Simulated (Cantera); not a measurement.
What does this Cantera script print?

```python
import numpy as np
import cantera as ct

gas = ct.Solution("gri30.yaml")
gas.TPX = 1675, 45000, {'NO': 1, 'N2': 0.62}
inlet = ct.Reservoir(gas, clone=True)

reactor = ct.IdealGasConstPressureReactor(gas, energy="off", clone=False)
exhaust = ct.Reservoir(gas, clone=True)
tau = [6, 2.6, 1.1, 0.47, 0.2, 0.088, 0.038, 0.016, 0.007, 0.003][0]
for a, b in ((inlet, reactor), (reactor, exhaust)):
    ct.MassFlowController(a, b, mdot=lambda t: reactor.mass / tau)
net = ct.ReactorNet([reactor])
show = ['NO', 'N2O', 'O2', 'NO2', 'O']

rows = []
print(f"{'tau/s':>10s}{'T/K':>9s}" + "".join(f"{s:>11s}" for s in show))
for tau in [6, 2.6, 1.1, 0.47, 0.2, 0.088, 0.038, 0.016, 0.007, 0.003]:
    net.initial_time = 0.0
    net.advance(30 * tau)
    before = gas.X
    net.advance(40 * tau)
    drift = np.max(np.abs(gas.X - before) / (gas.X + 1e-9))
    rows.append([gas.T, *gas[show].X, drift])
    print(f"{tau:10.3e}{gas.T:9.1f}" + "".join(f"{x:11.3e}" for x in gas[show].X))
```

It prints:

```
     tau/s      T/K         NO        N2O         O2        NO2          O
 6.000e+00   1675.0  5.120e-01  9.579e-05  5.213e-02  5.800e-04  1.244e-05
 2.600e+00   1675.0  5.631e-01  1.167e-04  2.664e-02  4.722e-04  9.392e-06
 1.100e+00   1675.0  5.922e-01  1.292e-04  1.219e-02  3.640e-04  7.064e-06
 4.700e-01   1675.0  6.061e-01  1.340e-04  5.316e-03  2.865e-04  5.587e-06
 2.000e-01   1675.0  6.124e-01  1.327e-04  2.205e-03  2.378e-04  4.709e-06
 8.800e-02   1675.0  6.151e-01  1.251e-04  8.920e-04  2.062e-04  4.163e-06
 3.800e-02   1675.0  6.163e-01  1.085e-04  3.150e-04  1.750e-04  3.644e-06
 1.600e-02   1675.0  6.168e-01  8.180e-05  8.469e-05  1.317e-04  2.937e-06
 7.000e-03   1675.0  6.171e-01  5.277e-05  1.662e-05  8.022e-05  2.076e-06
 3.000e-03   1675.0  6.172e-01  2.863e-05  2.263e-06  3.743e-05  1.316e-06
```

Cantera simulation using GRI-Mech 3.0 (53 species, 325 reactions); the numbers are that mechanism's predictions, not measurements.
